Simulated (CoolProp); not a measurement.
Vapour-liquid equilibrium of n-decane (1) + n-dodecane (2) at 0.0899 MPa; x and y are mole fractions of (1).

The numbers come from the multi-fluid Helmholtz-energy mixture model, Lemmon 2006 and Lemmon 2004; pair parameters Bell 2016 in CoolProp.

Question: Give the bubble temperature and the first vapour's composition at x = 0.05, 0.35, 0.5. Is there an azeotrope?

Answer: x = 0.05: 481.5 K, y = 0.113; x = 0.35: 465.5 K, y = 0.590; x = 0.5: 459.0 K, y = 0.735. No azeotrope shows between x = 0.05 and 0.95.

Pair parameters are fitted to limited data, so mixtures are less certain than the pure fluids.
